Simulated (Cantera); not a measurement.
**Thermodynamics of abatement and gas-phase synthesis, feed N2O + H2**

Feed: 1 mol N2O, 0.2 mol H2, at 73.0 bar.

These are equilibrium values from Cantera (NASA tables, ideal gas, pure condensed phases), not measurements of a reactor. Candidate condensed phases: H2O; 24 gas species. The ideal-gas law is rough above about 30 bar. The numbers say what is thermodynamically allowed, not how fast it happens.

| T (°C) | x N2 | x O2 | x H2O | x NO |
|---|---|---|---|---|
| 777 | 0.625 | 0.250 | 0.125 | 5.13e-5 |
| 977 | 0.625 | 0.250 | 0.125 | 0.000274 |
| 1177 | 0.625 | 0.249 | 0.125 | 0.000922 |
| 1377 | 0.624 | 0.249 | 0.125 | 0.00231 |
| 1577 | 0.623 | 0.247 | 0.125 | 0.00473 |
| 1777 | 0.621 | 0.245 | 0.124 | 0.00840 |
| 1977 | 0.618 | 0.242 | 0.124 | 0.0134 |
| 2177 | 0.614 | 0.238 | 0.122 | 0.0198 |
x: gas mole fraction; nothing condenses.

From 777 °C to 2177 °C nothing is condensed.
